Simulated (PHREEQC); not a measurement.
Solution A (0.0011 mol NaH2PO4 and 0.00032 mol NaF per kg of water) is mixed with solution B (0.035 mol ZnSO4, 0.00025 mol Na2SO4 and 0.0017 mol NiCl2 per kg of water) at 15 °C; shares are by mass of water, 1 kg in all. O2 is buffered at 0.21 atm. No CO2 enters from the air. Precipitation was switched off in this run.

Computed with PHREEQC (ion-association model, wateq4f.dat).

```json
[
 {"share of solution B": "0", "pH": "5.17", "F- (mol/kgw)": "0.000317", "Ni+2 (mol/kgw)": "0", "Zn+2 (mol/kgw)": "0"},
 {"share of solution B": "0.1", "pH": "5.16", "F- (mol/kgw)": "0.000279", "Ni+2 (mol/kgw)": "0.000141", "Zn+2 (mol/kgw)": "0.00278"},
 {"share of solution B": "0.2", "pH": "5.17", "F- (mol/kgw)": "0.000244", "Ni+2 (mol/kgw)": "0.000264", "Zn+2 (mol/kgw)": "0.00508"},
 {"share of solution B": "0.3", "pH": "5.19", "F- (mol/kgw)": "0.000211", "Ni+2 (mol/kgw)": "0.000379", "Zn+2 (mol/kgw)": "0.00719"},
 {"share of solution B": "0.4", "pH": "5.22", "F- (mol/kgw)": "0.000179", "Ni+2 (mol/kgw)": "0.000492", "Zn+2 (mol/kgw)": "0.00918"},
 {"share of solution B": "0.5", "pH": "5.25", "F- (mol/kgw)": "0.000148", "Ni+2 (mol/kgw)": "0.000602", "Zn+2 (mol/kgw)": "0.0111"},
 {"share of solution B": "0.6", "pH": "5.29", "F- (mol/kgw)": "0.000118", "Ni+2 (mol/kgw)": "0.000710", "Zn+2 (mol/kgw)": "0.0130"},
 {"share of solution B": "0.7", "pH": "5.34", "F- (mol/kgw)": "8.77e-5", "Ni+2 (mol/kgw)": "0.000817", "Zn+2 (mol/kgw)": "0.0148"},
 {"share of solution B": "0.8", "pH": "5.41", "F- (mol/kgw)": "5.81e-5", "Ni+2 (mol/kgw)": "0.000924", "Zn+2 (mol/kgw)": "0.0166"},
 {"share of solution B": "0.9", "pH": "5.51", "F- (mol/kgw)": "2.89e-5", "Ni+2 (mol/kgw)": "0.00103", "Zn+2 (mol/kgw)": "0.0183"},
 {"share of solution B": "1", "pH": "5.74", "F- (mol/kgw)": "0", "Ni+2 (mol/kgw)": "0.00114", "Zn+2 (mol/kgw)": "0.0200"}
]
```

Along this series the solution becomes supersaturated in solids that the run did not let form, among them Zn3(PO4)2:4w. Species that the database lacks are ignored. H3PO4, which wateq4f.dat lacks, is added to it with the constant of phreeqc.dat. The database has no phosphate complexes of Zn, Ni.
